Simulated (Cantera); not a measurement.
## Equilibrium for aluminium and copper etching: Al + Cl2

Input: 1 mol Al, a varied amount of Cl2, at 800 K and 133 Pa.

Equilibrium computed with Cantera from the NASA thermochemical tables; the gas is ideal and each condensed phase is pure. Candidate condensed phases: Al, AlCl3; 8 gas species. The tables' values for AlCl2 are old estimates; treat these amounts as uncertain. Kinetics and transport are ignored.

```csv
n(Cl2) (mol),x AlCl3,x Cl2,x AlCl,x Al2Cl6,x AlCl2,n Al(s)
0.56,0.986,<1e-12,0.00735,0.00433,0.00243,0.625
0.69,0.986,<1e-12,0.00735,0.00433,0.00243,0.537
0.85,0.986,<1e-12,0.00735,0.00433,0.00243,0.430
1.1,0.986,<1e-12,0.00735,0.00433,0.00243,0.262
1.3,0.986,<1e-12,0.00735,0.00433,0.00243,0.128
1.6,0.905,0.0912,<1e-12,0.00365,<1e-12,0
2,0.664,0.334,<1e-12,0.00196,<1e-12,0
2.5,0.498,0.500,<1e-12,0.00111,<1e-12,0
3,0.399,0.600,<1e-12,0.000708,<1e-12,0
3.7,0.312,0.688,<1e-12,0.000433,<1e-12,0
4.6,0.243,0.756,<1e-12,0.000264,<1e-12,0
```
x: gas mole fraction; n: condensed amount in mol.

From 0.56 mol Cl2 to 1.3 mol Cl2 the condensed part is Al(s). From 1.6 mol Cl2 to 4.6 mol Cl2 nothing is condensed. The main Al-bearing gas is AlCl3 throughout.
